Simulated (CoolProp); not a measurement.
Saturation properties of carbonyl sulfide (Tc = 105.6 °C, pc = 6.369 MPa, ω = 0.098).

Computed with CoolProp (reference Helmholtz-energy equation of state, Lemmon 2006). It is a short technical equation, of lower accuracy than the large ones.

| T (°C) | p (MPa) | liquid density (kg/m³) | vapour density (kg/m³) | liquid cp (kJ/(kg K)) | surface tension (mN/m) |
|---|---|---|---|---|---|
| -95.55 | 0.006644 | 1267 | 0.2713 | 1.166 | 29.7 |
| -89.25 | 0.01063 | 1255 | 0.4201 | 1.164 | 28.4 |
| -82.95 | 0.01643 | 1242 | 0.6289 | 1.163 | 27.2 |
| -76.65 | 0.02459 | 1229 | 0.9135 | 1.164 | 25.9 |
| -70.25 | 0.03597 | 1216 | 1.299 | 1.166 | 24.6 |
| -63.95 | 0.05100 | 1203 | 1.793 | 1.170 | 23.4 |
| -57.65 | 0.07065 | 1190 | 2.422 | 1.174 | 22.2 |
| -51.35 | 0.09586 | 1177 | 3.211 | 1.180 | 21.0 |
| -45.05 | 0.1276 | 1163 | 4.183 | 1.187 | 19.8 |
| -38.75 | 0.1671 | 1149 | 5.367 | 1.196 | 18.7 |
| -32.45 | 0.2153 | 1135 | 6.790 | 1.205 | 17.5 |
| -26.15 | 0.2735 | 1121 | 8.484 | 1.216 | 16.4 |
| -19.75 | 0.3442 | 1106 | 10.52 | 1.228 | 15.3 |

It boils at -50.2 °C under 1 atm.

Surface tension comes from a separate correlation (Mulero 2012).
